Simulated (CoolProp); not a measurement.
Ammonia along the isobar 0.768 MPa: Z from the reference equation and from simpler models built on Tc = 405.6 K, pc = 11.36 MPa, ω = 0.256; each cubic takes its own stable root.

The numbers come from the reference Helmholtz-energy equation of state, Gao 2020 in CoolProp.

```json
[
 {"T (K)": "217.6", "phase": "liquid", "reference": "0.01020"},
 {"T (K)": "231.9", "phase": "liquid", "reference": "0.009808"},
 {"T (K)": "246.2", "phase": "liquid", "reference": "0.009479"},
 {"T (K)": "260.5", "phase": "liquid", "reference": "0.009208"},
 {"T (K)": "274.9", "phase": "liquid", "reference": "0.008991"},
 {"T (K)": "303.5", "phase": "gas", "reference": "0.9201"},
 {"T (K)": "317.8", "phase": "gas", "reference": "0.9345"},
 {"T (K)": "332.2", "phase": "gas", "reference": "0.9454"},
 {"T (K)": "346.5", "phase": "gas", "reference": "0.9538"},
 {"T (K)": "360.8", "phase": "gas", "reference": "0.9605"},
 {"T (K)": "375.1", "phase": "gas", "reference": "0.9660"},
 {"T (K)": "389.5", "phase": "gas", "reference": "0.9704"},
 {"T (K)": "403.8", "phase": "gas", "reference": "0.9742"},
 {"T (K)": "418.1", "phase": "gas", "reference": "0.9773"},
 {"T (K)": "432.4", "phase": "gas", "reference": "0.9799"}
]
```

How far does each simpler model (van der Waals, Soave-Redlich-Kwong, Peng-Robinson) lie from the reference over these 15 states: mean and median of the absolute difference, and the worst?


- van der Waals: mean 2032.9 %, median 2.3 %, worst +10442.8 % at 274.9 K and 0.768 MPa
- Soave-Redlich-Kwong: mean 9.2 %, median 1.0 %, worst +26.8 % at 217.6 K and 0.768 MPa
- Peng-Robinson: mean 4.3 %, median 0.7 %, worst +12.5 % at 217.6 K and 0.768 MPa

At some of these states van der Waals gives the other phase, because its saturation line lies elsewhere.
